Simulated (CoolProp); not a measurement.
Vapour-liquid equilibrium of R114 (1) + R113 (2) at 179 kPa; x and y are mole fractions of (1).

Computed with CoolProp (multi-fluid Helmholtz-energy mixture model, Platzer 1990 and Marx 1992; pair parameters Bell 2016). This equation is an older, rougher fit; its heat capacities, sound speeds and derivatives of the liquid may be far off and weren't checked against measurements.

```csv
x,"bubble temperature, mixture model (K)","bubble temperature, Raoult's law (K)","y, mixture model","y, Raoult's law"
0.05,334.8,334.6,0.154,0.168
0.125,329.1,328.7,0.340,0.361
0.2,323.9,323.5,0.483,0.504
0.275,319.4,319.0,0.594,0.613
0.35,315.3,315.0,0.681,0.697
0.425,311.6,311.4,0.750,0.764
0.5,308.3,308.2,0.805,0.817
0.575,305.4,305.3,0.850,0.860
0.65,302.7,302.6,0.887,0.896
0.725,300.2,300.1,0.918,0.926
0.8,298.0,297.9,0.945,0.950
0.875,295.9,295.8,0.968,0.971
0.95,293.9,293.9,0.988,0.989
```

The largest gap from Raoult's law is +0.4 K in bubble temperature, at x = 0.2. No azeotrope shows between x = 0.05 and 0.95.

Pair parameters are fitted to limited data, so mixtures are less certain than the pure fluids.
